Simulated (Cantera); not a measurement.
Mixture: CH₄ : O₂ : N₂ = 1 : 2.99 : 11.2 (molar parts), equivalence ratio 0.67, at 0.340 bar, adiabatic and at constant pressure. Ignition delay is the time to a rise of 400 K.

Detailed kinetics in Cantera: GRI-Mech 3.0 (53 species, 325 reactions).

Problem. What does this change do: CH4 1 to 1.6 parts?

Solution. 
| quantity | before | after |
|---|---|---|
| delay at 1275 K | 29.8 ms | 38.3 ms |
| delay at 1325 K | 15.5 ms | 19.7 ms |
| delay at 1375 K | 8.52 ms | 10.6 ms |
| delay at 1425 K | 4.94 ms | 5.94 ms |
| delay at 1475 K | 3.02 ms | 3.51 ms |
| delay at 1525 K | 1.94 ms | 2.18 ms |
| apparent activation energy between 1425 and 1525 K | 170 kJ/mol | 180 kJ/mol |

Problem. What does this change do: pressure from 0.340 bar to 23.0 bar?

Solution. 
```tsv
quantity	before	after
delay at 1275 K	29.8 ms	0.685 ms
delay at 1325 K	15.5 ms	0.402 ms
delay at 1375 K	8.52 ms	0.243 ms
delay at 1425 K	4.94 ms	0.151 ms
delay at 1475 K	3.02 ms	95.6 µs
delay at 1525 K	1.94 ms	61.9 µs
apparent activation energy between 1425 and 1525 K	170 kJ/mol	160 kJ/mol
```
The pressure lies above the range GRI-Mech 3.0 was tuned for (to about 10 atm).
